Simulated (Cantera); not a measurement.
Input: 1 mol SiHCl₃, 73 mol N₂, equilibrated at 975 °C and 46.0 Pa.

Method: chemical equilibrium by Gibbs-energy minimisation in Cantera with the NASA 1993 tables (ideal gas, pure condensed phases). N₂ is the only nitrogen source here; it is nearly inert below about 1500 K, so the nitride shown seldom forms there in practice. The tables' values for SiCl₃ are old estimates; treat these amounts as uncertain. Equilibrium is a limit: real reactors are often held back by kinetics, nucleation or transport.

```json
[
 {"species": "N₂", "before": "0.977", "after": "0.980"},
 {"species": "HCl", "before": "0.0128", "after": "0.0123"},
 {"species": "SiCl₄", "before": "0.00300", "after": "0.00705"},
 {"species": "SiCl₂", "before": "0.00546", "after": "<1e-9"},
 {"species": "SiCl₃", "before": "0.00151", "after": "2.66e-8"},
 {"species": "Cl", "before": "1.35e-5", "after": "<1e-9"},
 {"species": "H₂", "before": "0.000311", "after": "0.000611"},
 {"species": "Si₃N₄(s), mol", "before": "0.0856", "after": "0.159"}
]
```
Gas species are given as mole fractions.

**Question.** Name the change that produced these shifts.
A. N₂ from 73 to 16 mol
B. N₂ from 73 to 7.7 mol
C. pressure from 46.0 Pa to 90.0 Pa
D. temperature from 975 °C to 452 °C

**Answer.** D, temperature from 975 °C to 452 °C
